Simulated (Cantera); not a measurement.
**Adiabatic ignition**

An adiabatic, constant-volume homogeneous reactor starts with 3.65 % CH₄, 0.274 % C₂H₆, 1.24 % C₃H₈, 15.6 % O₂, 79.3 % N₂, at 1375 K and 22.0 bar.

Cantera simulation using GRI-Mech 3.0 (53 species, 325 reactions); the numbers are that mechanism's predictions, not measurements. GRI-Mech 3.0 was tuned for natural gas; its chemistry of propane as a main component is partial and can be far from experiment. The pressure lies above the range GRI-Mech 3.0 was tuned for (to about 10 atm).

| t (s) | T (K) | P (bar) | x CH₄ | x C₂H₆ | x C₃H₈ | x NO₂ | x H | x CO₂ |
|---|---|---|---|---|---|---|---|---|
| 5.00e-6 | 1375 | 22.0 | 0.0365 | 0.00274 | 0.0123 | <1e-12 | 1.36e-7 | 3.41e-8 |
| 1.10e-5 | 1375 | 22.0 | 0.0364 | 0.00274 | 0.0122 | <1e-12 | 2.65e-7 | 3.58e-7 |
| 2.41e-5 | 1378 | 22.1 | 0.0362 | 0.00279 | 0.0116 | <1e-12 | 3.95e-7 | 1.79e-6 |
| 5.28e-5 | 1395 | 22.4 | 0.0351 | 0.00285 | 0.00958 | 1.09e-12 | 1.30e-6 | 1.34e-5 |
| 0.000116 | 2933 | 48.3 | <1e-12 | <1e-12 | <1e-12 | 6.12e-6 | 0.00128 | 0.0595 |
| 0.000254 | 2919 | 48.1 | <1e-12 | <1e-12 | <1e-12 | 1.15e-5 | 0.00124 | 0.0592 |
| 0.000558 | 2918 | 48.1 | <1e-12 | <1e-12 | <1e-12 | 1.18e-5 | 0.00124 | 0.0591 |
| 0.00122 | 2918 | 48.1 | <1e-12 | <1e-12 | <1e-12 | 1.18e-5 | 0.00124 | 0.0591 |
| 0.00269 | 2918 | 48.1 | <1e-12 | <1e-12 | <1e-12 | 1.18e-5 | 0.00124 | 0.0591 |
| 0.00590 | 2918 | 48.1 | <1e-12 | <1e-12 | <1e-12 | 1.18e-5 | 0.00124 | 0.0591 |
| 0.0129 | 2918 | 48.1 | <1e-12 | <1e-12 | <1e-12 | 1.18e-5 | 0.00124 | 0.0591 |
| 0.0284 | 2918 | 48.1 | <1e-12 | <1e-12 | <1e-12 | 1.18e-5 | 0.00124 | 0.0591 |
| 0.0623 | 2918 | 48.1 | <1e-12 | <1e-12 | <1e-12 | 1.18e-5 | 0.00124 | 0.0591 |
| 0.137 | 2918 | 48.1 | <1e-12 | <1e-12 | <1e-12 | 1.18e-5 | 0.00124 | 0.0591 |
| 0.300 | 2918 | 48.1 | <1e-12 | <1e-12 | <1e-12 | 1.18e-5 | 0.00124 | 0.0591 |
x: mole fraction; the columns are a selection and need not sum to one.

```json
{
 "time_of_steepest_temperature_rise": "79.7 µs",
 "temperature at 0.300 s": "2918 K",
 "equilibrium_temperature": "2918 K",
 "x(CH₄) at 0.300 s": "<1e-12 (gas-phase equilibrium <1e-12)",
 "x(C₂H₆) at 0.300 s": "<1e-12 (gas-phase equilibrium <1e-12)",
 "x(C₃H₈) at 0.300 s": "<1e-12 (gas-phase equilibrium <1e-12)"
}
```
